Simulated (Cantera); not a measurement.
An adiabatic, constant-pressure homogeneous reactor starts with CO : H2 : O2 : N2 = 1 : 0.073 : 0.766 : 3.3 (molar parts), equivalence ratio 0.70, at 1425 K and 0.240 bar.

Model: GRI-Mech 3.0 (53 species, 325 reactions), integrated in Cantera.

Problem. Predict: time of steepest temperature rise; temperature at 4.00 s; equilibrium temperature; x(CO) at 4.00 s; x(H2) at 4.00 s; x(O2) at 4.00 s; x(NO2) at 4.00 s; x(HO2) at 4.00 s.

Solution. 
| Item | Result |
|---|---|
| time of steepest temperature rise | 0.219 ms |
| temperature at 4.00 s | 2517 K |
| equilibrium temperature | 2517 K |
| x(CO) at 4.00 s | 0.0521 (gas-phase equilibrium 0.0521) |
| x(H2) at 4.00 s | 0.000598 (gas-phase equilibrium 0.000598) |
| x(O2) at 4.00 s | 0.0634 (gas-phase equilibrium 0.0634) |
| x(NO2) at 4.00 s | 2.86e-6 (gas-phase equilibrium 2.86e-6) |
| x(HO2) at 4.00 s | 1.43e-6 (gas-phase equilibrium 1.43e-6) |
